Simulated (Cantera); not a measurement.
A perfectly stirred reactor is fed with H₂ : O₂ = 0.21 : 1 (molar parts), equivalence ratio 0.10, at 20.0 Torr; it is held at 1450 K, and followed from long to short residence time.

Detailed kinetics in Cantera: the H2/O2 subset of GRI-Mech 3.0, which has no nitrogen chemistry. Radical loss at walls, strong at low pressure, is not modelled. The temperature is held fixed by assumption; the heat of reaction is taken as removed at once.

Question: What does this change do: pressure from 20.0 Torr to 9.75 Torr?

Answer: 
```csv
quantity,before,after
x(H₂) at τ = 0.990 s,0.000323,0.000755
x(O₂) at τ = 0.990 s,0.806,0.801
x(H) at τ = 0.990 s,0.000214,0.000890
x(OH) at τ = 0.990 s,0.00353,0.00565
x(H₂O₂) at τ = 0.990 s,9.66e-8,7.59e-8
x(H₂) at τ = 16.0 ms,0.00397,0.00661
x(O₂) at τ = 16.0 ms,0.772,0.741
x(H) at τ = 16.0 ms,0.0102,0.0252
x(OH) at τ = 16.0 ms,0.0123,0.0160
x(H₂O₂) at τ = 16.0 ms,2.81e-7,1.54e-7
```

Question: What does this change do: temperature 1450 to 1100 K?

Answer: 
```tsv
quantity	before	after
x(H₂) at τ = 0.990 s	0.000323	0.000505
x(O₂) at τ = 0.990 s	0.806	0.809
x(H) at τ = 0.990 s	0.000214	0.000103
x(OH) at τ = 0.990 s	0.00353	0.000798
x(H₂O₂) at τ = 0.990 s	9.66e-8	5.25e-7
x(H₂) at τ = 16.0 ms	0.00397	0.00581
x(O₂) at τ = 16.0 ms	0.772	0.797
x(H) at τ = 16.0 ms	0.0102	0.00574
x(OH) at τ = 16.0 ms	0.0123	0.00349
x(H₂O₂) at τ = 16.0 ms	2.81e-7	9.52e-7
```
